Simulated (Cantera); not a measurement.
Input (Python, Cantera) and output of one run.

```python
import numpy as np
import cantera as ct

gas_names = [...]  # 151 gases of nasa_gas.yaml made of C, H, N, O, Si
cond_names = """
    C(gr) C6H6(L) C7H8(L) C8H18(L),n-octa H2O(s) H2O(L) Si(cr) Si(L) SiC(b) SiO2(Lqz) SiO2(hqz) SiO2(L)
    Si2N2O(s) Si3N4(a)
""".split()


# ... load() reads the species with a 1 bar reference pressure and builds the phases ...
atoms = {
    'SiC': {'Si': 1, 'C': 1},
    'H2O': {'H': 2, 'O': 1},
    'N2': {'N': 2},
    'CH4': {'C': 1, 'H': 4},
}
top_T = {'C(gr)': 4500, 'SiC(b)': 3050, 'Si2N2O(s)': 2100, 'Si3N4(a)': 2400}  # K; cautious upper limits of use, not melting points


# ... equilibrate(T, P, feed) seeds the gas with the atoms and calls Mixture.equilibrate('TP', solver="vcs", rtol=1e-11, max_steps=5000) ...
results = []
feed = {'SiC': 1, 'H2O': 0.41, 'N2': 7.6, 'CH4': 0.011}  # mol
P = 1000  # Pa
for T in [1225, 1300, 1375, 1450, 1525, 1600, 1675, 1750, 1825, 1900]:
    mix = equilibrate(T, P, feed)
    results.append((T, P, feed, dict(zip(mix.species_names, mix.species_moles))))
    x = sorted(zip(gas.X, gas.species_names), reverse=True)
    print(f"T = {T:g} K  P = {P:g} Pa  gas = {mix.phase_moles(0):.4g} mol")
    print("   x: " + "  ".join(f"{s} {v:.3e}" for v, s in x if v > 0.0001))
    print("   condensed (mol): " + ("  ".join(f"{mix.phase(i).name} {mix.phase_moles(i):.4g}"
          for i in range(1, mix.n_phases) if mix.phase_moles(i) > 1e-12) or "none"))
```

It prints:

```
T = 1225 K  P = 1000 Pa  gas = 7.502 mol
   x: N2 9.424e-01  H2 5.757e-02
   condensed (mol): C(gr) 1.011  Si2N2O(s) 0.41  Si3N4(a) 0.06003
T = 1300 K  P = 1000 Pa  gas = 7.502 mol
   x: N2 9.424e-01  H2 5.756e-02
   condensed (mol): C(gr) 1.01  Si2N2O(s) 0.4098  Si3N4(a) 0.06017
T = 1375 K  P = 1000 Pa  gas = 7.625 mol
   x: N2 9.431e-01  H2 5.660e-02  CO 2.254e-04
   condensed (mol): C(gr) 0.8251  SiC(b) 0.1834  Si2N2O(s) 0.4083
T = 1450 K  P = 1000 Pa  gas = 7.696 mol
   x: N2 9.390e-01  H2 5.604e-02  CO 4.770e-03  HCN 1.684e-04
   condensed (mol): C(gr) 0.7195  SiC(b) 0.2535  Si2N2O(s) 0.3732
T = 1525 K  P = 1000 Pa  gas = 8.176 mol
   x: N2 9.131e-01  H2 5.270e-02  CO 3.376e-02  HCN 2.105e-04  SiO 1.260e-04
   condensed (mol): SiC(b) 0.7332  Si2N2O(s) 0.1329
T = 1600 K  P = 1000 Pa  gas = 8.185 mol
   x: N2 9.127e-01  H2 5.264e-02  CO 3.350e-02  SiO 8.747e-04  HCN 1.495e-04  H 1.247e-04
   condensed (mol): SiC(b) 0.7355  Si2N2O(s) 0.1286
T = 1675 K  P = 1000 Pa  gas = 8.232 mol
   x: N2 9.104e-01  H2 5.229e-02  CO 3.194e-02  SiO 5.019e-03  H 2.655e-04  HCN 1.078e-04
   condensed (mol): SiC(b) 0.7472  Si2N2O(s) 0.1057
T = 1750 K  P = 1000 Pa  gas = 8.44 mol
   x: N2 9.002e-01  H2 5.088e-02  CO 2.507e-02  SiO 2.323e-02  H 5.246e-04
   condensed (mol): SiC(b) 0.7988  Si2N2O(s) 0.002366
T = 1825 K  P = 1000 Pa  gas = 8.448 mol
   x: N2 8.996e-01  H2 5.058e-02  CO 2.494e-02  SiO 2.359e-02  H 9.905e-04  Si 1.544e-04  HCN 1.173e-04
   condensed (mol): SiC(b) 0.7992
T = 1900 K  P = 1000 Pa  gas = 8.454 mol
   x: N2 8.988e-01  H2 5.011e-02  CO 2.510e-02  SiO 2.340e-02  H 1.776e-03  Si 5.295e-04  HCN 1.828e-04
   condensed (mol): SiC(b) 0.7971
```

Equilibrium computed with Cantera from the NASA thermochemical tables; the gas is ideal and each condensed phase is pure. N2 is the only nitrogen source here; it is nearly inert below about 1500 K, so the nitride shown seldom forms there in practice. Mutual solubility and eutectic melting of coexisting phases are not modelled. The tables' values for SiN are old estimates; treat these amounts as uncertain.
